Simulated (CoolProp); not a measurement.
Model: reference Helmholtz-energy equation of state, Aleksandrov 2011, in CoolProp. It is a short technical equation, of lower accuracy than the large ones.

**Question.** Give the vapour pressure (MPa), enthalpy of vaporisation (kJ/kg), liquid cp (kJ/(kg K)), surface tension (mN/m) of saturated n-undecane at 472.9, 500.6 K.

**Answer.** 
| T (K) | p (MPa) | enthalpy of vaporisation (kJ/kg) | liquid cp (kJ/(kg K)) | surface tension (mN/m) |
|---|---|---|---|---|
| 472.9 | 0.112 | 263 | 2.90 | 9.38 |
| 500.6 | 0.208 | 244 | 3.02 | 7.37 |

Surface tension comes from a separate correlation (Mulero 2014).
